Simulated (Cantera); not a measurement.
Feed: 1 mol TiC, 0.16 mol H₂, at 3.30e-5 bar.

These are equilibrium values from Cantera (NASA tables, ideal gas, pure condensed phases), not measurements of a reactor. Candidate condensed phases: C, C₆H₆, C₇H₈, C₈H₁₈, Ti, TiC; 89 gas species. Ions and electrons are included (thermal ionisation). TiC: taken at fixed stoichiometry. Kinetics and transport are ignored.

Question: Which condensed phases are stable at each of these points (T (K)): 2500, 3000, 3500, 4000, 4500, 5000?

Answer: 
```json
[
 {"T (K)": "2500", "condensed phases": "TiC(s)", "Ti condensed (%)": "98.3"},
 {"T (K)": "3000", "condensed phases": "gas only", "Ti condensed (%)": "0.0"},
 {"T (K)": "3500", "condensed phases": "gas only", "Ti condensed (%)": "0.0"},
 {"T (K)": "4000", "condensed phases": "gas only", "Ti condensed (%)": "0.0"},
 {"T (K)": "4500", "condensed phases": "gas only", "Ti condensed (%)": "0.0"},
 {"T (K)": "5000", "condensed phases": "gas only", "Ti condensed (%)": "0.0"}
]
```

At 2500 K the condensed part is TiC(s). From 3000 K to 5000 K nothing is condensed.
